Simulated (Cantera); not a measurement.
Input: 1 mol Si, 3.4 mol N2O, 32 mol H2, equilibrated at 948.15 K and 11000 Pa.

These are equilibrium values from Cantera (NASA tables, ideal gas, pure condensed phases), not measurements of a reactor. Candidate condensed phases: H2O, Si, SiO2, Si2N2O, Si3N4; 35 gas species. Rates play no part.

Base state: H2 0.864, N2 0.0960, H2O 0.0395, NH3 2.29e-5 (mole fractions); condensed: SiO2(β-quartz).

Question: What changes in the equilibrium state with this change: temperature from 948.15 K to 1875 K?

Answer: 
| species | before | after |
|---|---|---|
| H2 | 0.864 | 0.860 |
| N2 | 0.0960 | 0.0958 |
| H2O | 0.0395 | 0.0411 |
| H | 1.48e-9 | 0.00183 |
| SiO | <1e-9 | 0.00169 |
| NH3 | 2.29e-5 | 6.82e-7 |
| SiO2(β-quartz), mol | 1.00 | 0 |
| SiO2(condensed), mol | 0 | 0.940 |
The tables hold silica as quartz up to 1696 K and as liquid above; real silica turns to tridymite and cristobalite and melts near 1996 K.
